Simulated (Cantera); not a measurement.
## Ignition delay

Mixture: CO : H2 : CH4 : O2 : N2 = 1 : 0.54 : 0.91 : 1.62 : 6.09 (molar parts), equivalence ratio 1.6, at 1.00 bar, adiabatic and at constant pressure. Ignition delay is the time to a rise of 400 K.

Model: GRI-Mech 3.0 (53 species, 325 reactions), integrated in Cantera.

```
T0 (K)  delay (ms)
------  ----------
1223          2.03
1298          1.08
1373         0.598
1448         0.351
1523         0.218
```

* **apparent activation energy between 1373 and 1523 K**: 120 kJ/mol
